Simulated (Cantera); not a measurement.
An isothermal, constant-pressure homogeneous reactor starts with 63.3 % CH4, 36.7 % CO2, at 1498 K and 2900000 Pa.

Detailed kinetics in Cantera: GRI-Mech 3.0 (53 species, 325 reactions). GRI-Mech 3.0 stops at C3 and has no aromatics, soot or wall deposition, so with more carbon than oxygen in the feed, carbon stays in small species such as C2H2 where larger ones or solid carbon would form. The pressure lies above the range GRI-Mech 3.0 was tuned for (to about 10 atm).

x: mole fraction; the columns are a selection and need not sum to one.

| t (s) | x CH4 | x CO2 | x C2H4 | x H2O | x C2H2 |
|---|---|---|---|---|---|
| 0.000600 | 0.629 | 0.367 | 0.000373 | 1.79e-5 | 8.18e-6 |
| 0.00160 | 0.623 | 0.366 | 0.00207 | 9.44e-5 | 0.000140 |
| 0.00424 | 0.603 | 0.362 | 0.00756 | 0.000640 | 0.00171 |
| 0.0113 | 0.554 | 0.349 | 0.0157 | 0.00418 | 0.0103 |
| 0.0300 | 0.463 | 0.313 | 0.0303 | 0.0231 | 0.0263 |
| 0.0799 | (withheld) | (withheld) | (withheld) | (withheld) | (withheld) |
| 0.212 | 0.282 | 0.126 | 0.0585 | 0.166 | 0.0538 |
| 0.565 | 0.276 | 0.102 | 0.0527 | 0.163 | 0.0455 |
| 1.50 | 0.283 | 0.0854 | 0.0401 | 0.135 | 0.0295 |
| 4.00 | 0.278 | (withheld) | (withheld) | (withheld) | (withheld) |
| 10.6 | 0.254 | 0.0381 | 0.0126 | 0.0709 | 0.00580 |
| 28.3 | 0.215 | 0.0195 | 0.00580 | 0.0419 | 0.00214 |
| 75.2 | 0.178 | 0.00762 | 0.00288 | 0.0183 | 0.000905 |
| 200 | 0.156 | 0.00170 | 0.00185 | 0.00436 | 0.000533 |

Problem. Some entries are withheld; supply them.

Solution. 
- 0.0799, x CH4: 0.354
- 0.0799, x CO2: 0.224
- 0.0799, x C2H4: 0.0513
- 0.0799, x H2O: 0.0910
- 0.0799, x C2H2: 0.0421
- 4.00, x CO2: 0.0619
- 4.00, x C2H4: 0.0249
- 4.00, x H2O: 0.103
- 4.00, x C2H2: 0.0147
